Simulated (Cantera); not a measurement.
# Thermodynamics of iron carbonyl, mercury and lead vapours, feed Hg + H2

Charge: 1 mol Hg, 0.73 mol H2, equilibrated at 775 °C and 0.110 bar.

Cantera equilibrium calculation (NASA polynomials, part measured and part estimated; ideal gas, pure solids and liquids). Candidate condensed phases: Hg; 3 gas species. Kinetics and transport are ignored.

```json
{
 "x(Hg)": "0.578",
 "x(H2)": "0.422",
 "gas_amount": "1.730 mol",
 "log10 activity of Hg(l) (absent)": "-3.12"
}
```
